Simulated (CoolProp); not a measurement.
Hydrogen chloride at 538.38 K and 4.01 MPa is throttled through a valve to 0.645 MPa with no heat exchange. Each further row changes one setting.

Values from CoolProp's reference Helmholtz-energy equation of state, Thol 2018.

| case | temperature change (K) | final density (kg/m³) |
|---|---|---|
| as stated | (withheld) | (withheld) |
| outlet pressure 0.194 MPa | (withheld) | (withheld) |
| outlet pressure 0.839 MPa | (withheld) | (withheld) |

### Question
What belongs in the gaps?

### Answer

- as stated, temperature change (K): -16.4
- as stated, final density (kg/m³): 5.45
- outlet pressure 0.194 MPa, temperature change (K): -18.8
- outlet pressure 0.194 MPa, final density (kg/m³): 1.64
- outlet pressure 0.839 MPa, temperature change (K): -15.4
- outlet pressure 0.839 MPa, final density (kg/m³): 7.09
